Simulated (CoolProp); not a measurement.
Vapour-liquid equilibrium of cyclohexane (1) + n-heptane (2) at 3.77 bar; x and y are mole fractions of (1).

The numbers come from the multi-fluid Helmholtz-energy mixture model, Zhou 2014 and Span 2003; pair parameters Bell 2016 in CoolProp.

Q: Give the bubble temperature and the first vapour's composition at x = 0.275, 0.5, 0.95. Is there an azeotrope?

A: x = 0.275: 144.5 °C, y = 0.352; x = 0.5: 140.1 °C, y = 0.590; x = 0.95: 132.5 °C, y = 0.964. No azeotrope shows between x = 0.05 and 0.95.

Pair parameters are fitted to limited data, so mixtures are less certain than the pure fluids.
